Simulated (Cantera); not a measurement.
A closed system holds: 1 mol SiH₄, 0.18 mol H₂O, a varied amount of N₂O, held at 500 K and 13.3 mbar.

Method: chemical equilibrium by Gibbs-energy minimisation in Cantera with the NASA 1993 tables (ideal gas, pure condensed phases). Candidate condensed phases: H₂O, Si, SiO₂, Si₂N₂O, Si₃N₄; 35 gas species. Equilibrium is a limit: real reactors are often held back by kinetics, nucleation or transport.

### Question
At 24 mol N₂O, list the 3 most abundant gas species with their mole fractions, and the condensed phases.

### Answer
N₂ 0.663, O₂ 0.276, H₂O 0.0603. Condensed: SiO₂(α-quartz).
